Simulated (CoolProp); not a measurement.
Saturation properties of n-octane (Tc = 568.7 K, pc = 2.484 MPa, ω = 0.398).

Model: reference Helmholtz-energy equation of state, Beckmüller 2019, in CoolProp.

```json
[
 {"T (K)": "355.5", "p (MPa)": "0.02547", "liquid viscosity (µPa s)": "285", "vapour viscosity (µPa s)": "6.76"},
 {"T (K)": "365.5", "p (MPa)": "0.03629", "liquid viscosity (µPa s)": "262", "vapour viscosity (µPa s)": "6.94"},
 {"T (K)": "375.4", "p (MPa)": "0.05040", "liquid viscosity (µPa s)": "241", "vapour viscosity (µPa s)": "7.11"},
 {"T (K)": "385.3", "p (MPa)": "0.06858", "liquid viscosity (µPa s)": "223", "vapour viscosity (µPa s)": "7.29"},
 {"T (K)": "395.2", "p (MPa)": "0.09160", "liquid viscosity (µPa s)": "206", "vapour viscosity (µPa s)": "7.46"},
 {"T (K)": "405.1", "p (MPa)": "0.1203", "liquid viscosity (µPa s)": "191", "vapour viscosity (µPa s)": "7.64"},
 {"T (K)": "415.1", "p (MPa)": "0.1560", "liquid viscosity (µPa s)": "177", "vapour viscosity (µPa s)": "7.83"},
 {"T (K)": "425", "p (MPa)": "0.1990", "liquid viscosity (µPa s)": "165", "vapour viscosity (µPa s)": "8.01"},
 {"T (K)": "434.9", "p (MPa)": "0.2506", "liquid viscosity (µPa s)": "153", "vapour viscosity (µPa s)": "8.21"},
 {"T (K)": "444.8", "p (MPa)": "0.3118", "liquid viscosity (µPa s)": "142", "vapour viscosity (µPa s)": "8.42"},
 {"T (K)": "454.7", "p (MPa)": "0.3839", "liquid viscosity (µPa s)": "132", "vapour viscosity (µPa s)": "8.64"},
 {"T (K)": "464.7", "p (MPa)": "0.4690", "liquid viscosity (µPa s)": "122", "vapour viscosity (µPa s)": "8.89"},
 {"T (K)": "474.6", "p (MPa)": "0.5666", "liquid viscosity (µPa s)": "113", "vapour viscosity (µPa s)": "9.16"},
 {"T (K)": "484.5", "p (MPa)": "0.6788", "liquid viscosity (µPa s)": "105", "vapour viscosity (µPa s)": "9.47"}
]
```

It boils at 398.8 K under 1 atm.

Viscosity comes from a separate model (Huber 2004).
